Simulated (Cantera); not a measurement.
A closed system holds: 1 mol SiO2, 0.086 mol C, 0.54 mol N2, held at 3.15 Torr.

Method: chemical equilibrium by Gibbs-energy minimisation in Cantera with the NASA 1993 tables (ideal gas, pure condensed phases). Candidate condensed phases: C, Si, SiC, SiO2, Si2N2O, Si3N4; 34 gas species. N2 is the only nitrogen source here; it is nearly inert below about 1500 K, so the nitride shown seldom forms there in practice. Mutual solubility and eutectic melting of coexisting phases are not modelled. The tables hold silica as quartz up to 1696 K and as liquid above; real silica turns to tridymite and cristobalite and melts near 1996 K. Kinetics and transport are ignored.

### Question
What share of the Si ends up in condensed phases as a function of T (K), at 1475, 1575, 1675, 1775, 1875, 1975, 2075, 2175, 2275, 2375, 2475, 2575, 2675, 2775?

### Answer
| T (K) | Si condensed (%) | as |
|---|---|---|
| 1475 | 99.9 | SiO2(β-quartz) + Si2N2O(s) |
| 1575 | 98.5 | SiO2(β-quartz) + Si2N2O(s) |
| 1675 | 91.4 | SiO2(β-quartz) |
| 1775 | 91.4 | SiO2(condensed) |
| 1875 | 91.4 | SiO2(condensed) |
| 1975 | 91.2 | SiO2(condensed) |
| 2075 | 90.7 | SiO2(l) |
| 2175 | 89.3 | SiO2(l) |
| 2275 | 84.9 | SiO2(l) |
| 2375 | 54.6 | SiO2(l) |
| 2475 | 0.0 | - |
| 2575 | 0.0 | - |
| 2675 | 0.0 | - |
| 2775 | 0.0 | - |
